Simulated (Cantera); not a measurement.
Input: 1 mol MgCO₃, 0.014 mol CO₂, at 2200 K and 0.00270 bar.

Equilibrium computed with Cantera from the NASA thermochemical tables; the gas is ideal and each condensed phase is pure. Candidate condensed phases: C, Mg, MgCO₃, MgO; 15 gas species. Equilibrium is a limit: real reactors are often held back by kinetics, nucleation or transport.

Question: What is the equilibrium state?

Answer: 
| Property | Value |
|---|---|
| x(CO₂) | 0.643 |
| x(CO) | 0.227 |
| x(O₂) | 0.108 |
| x(O) | 0.0171 |
| x(Mg) | 0.00502 |
| x(MgO) | 0.000272 |
| n(MgO(s)) | 0.994 mol |
| gas amount | 1.165 mol |
| log10 activity of Mg(l) (absent) | -6.66 |
| log10 activity of C(graphite) (absent) | -8.63 |
